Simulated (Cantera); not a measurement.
Input: 1 mol Si3N4, 0.23 mol N2O, 450 mol H2, 0.082 mol CO2, at 0.150 bar.

Method: chemical equilibrium by Gibbs-energy minimisation in Cantera with the NASA 1993 tables (ideal gas, pure condensed phases). Candidate condensed phases: C, C6H6, C7H8, C8H18, H2O, Si, SiC, SiO2, Si2N2O, Si3N4; 151 gas species. Mutual solubility and eutectic melting of coexisting phases are not modelled. The numbers say what is thermodynamically allowed, not how fast it happens.

log p: log10 of the partial pressure in bar; n: condensed amount in mol.

```
T (K)  log p H2  log p N2  log p CH4  log p H  n Si2N2O(s)  n Si3N4(s)  n SiC(s)  n Si(s)
-----  --------  --------  ---------  -------  -----------  ----------  --------  -------
998       -0.82     -3.92      -4.56    -9.08        0.394       0.737         0        0
1098      -0.82     -3.92      -4.56    -8.02        0.394       0.737         0        0
1198      -0.82     -3.92      -4.56    -7.13        0.394       0.737         0        0
1298      -0.82     -3.91        [?]      [?]        0.394       0.732       [?]        0
1398      -0.82     -3.87      -5.40    -5.74        0.394       0.714    0.0697        0
1498      -0.82     -3.86        [?]      [?]        0.392       0.712    0.0789        0
1598      -0.82     -3.54      -6.41    -4.69        0.369       0.496    0.0795    0.667
```

Q: Complete the blanks.

A: 
- 1498, log p CH4: -6.05
- 1498, log p H: -5.18
- 1298, log p CH4: -4.67
- 1298, log p H: -6.38
- 1298, n SiC(s): 0.0171
